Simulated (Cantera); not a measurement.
Charge: 1 mol SiO2, 6.2 mol C, 0.35 mol N2, held at 1298 K and 10.0 mbar.

Equilibrium computed with Cantera from the NASA thermochemical tables; the gas is ideal and each condensed phase is pure. Candidate condensed phases: C, Si, SiC, SiO2, Si2N2O, Si3N4; 34 gas species. N2 is the only nitrogen source here; it is nearly inert below about 1500 K, so the nitride shown seldom forms there in practice. Mutual solubility and eutectic melting of coexisting phases are not modelled. The tables hold silica as quartz up to 1696 K and as liquid above; real silica turns to tridymite and cristobalite and melts near 1996 K. Kinetics and transport are ignored.

Task: What is the equilibrium state?

Result: 
```
Quantity                              Result
--------------------------------  ----------
x(CO)                                  0.714
x(N2)                                  0.286
x(CO2)                               2.70e-5
x(SiO)                               2.93e-6
n(C(graphite))                      5.72 mol
n(SiO2(β-quartz))                  0.682 mol
n(Si2N2O(s))                       0.159 mol
gas amount                        0.6678 mol
log10 activity of Si(s) (absent)       -4.79
```
